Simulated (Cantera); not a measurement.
An isothermal, constant-pressure homogeneous reactor starts with NH3 : N2 = 1 : 0.6 (molar parts), at 1925 K and 12000 Pa.

Cantera simulation using the gas-phase N/H chemistry of the illustrative SiF4/NH3 mechanism in the Surface Chemkin manual (1991); the numbers are that mechanism's predictions, not measurements. Walls and surfaces, which speed up NH3 decomposition in real reactors, are not modelled.

Predict: x(NH3) at 2.00 s; x(NH2) at 2.00 s; x(H) at 2.00 s; x(H2) at 2.00 s.


```json
{
  "x(NH3) at 2.00 s": "0.0295 (gas-phase equilibrium 7.75e-7)",
  "x(NH2) at 2.00 s": "8.91e-5 (gas-phase equilibrium 8.03e-9)",
  "x(H) at 2.00 s": "0.000586 (gas-phase equilibrium 0.00211)",
  "x(H2) at 2.00 s": "0.549 (gas-phase equilibrium 0.575)"
}
```
